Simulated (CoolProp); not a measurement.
Aqueous magnesium chloride as a coolant, at 5 °C, 1 atm.

Model: Melinder's fits for secondary coolants, in CoolProp.

```
mass %  freezing point (°C)  conductivity (W/(m K))  viscosity (mPa s)  density (kg/m³)  cp (kJ/(kg K))
------  -------------------  ----------------------  -----------------  ---------------  --------------
4                      -2.3                   0.564               1.80             1034           3.941
6.3                    -4.0                   0.559               1.94             1055           3.800
8.5                    -6.3                   0.553               2.15             1074           3.669
10.8                   -9.4                   0.547               2.47             1095           3.537
13                    -13.1                   0.541               2.81             1115           3.416
15.3                  -17.4                   0.535               3.14             1136           3.295
17.6                  -22.4                   0.529               3.48             1157           3.180
19.8                  -28.1                   0.523               4.09             1179           3.077
22.1                  -35.8                   0.515               6.07             1203           2.976
24.4                  -46.6                   0.504               15.2             1231           2.877
26.6                  -61.7                   0.486               89.2             1261           2.781
```
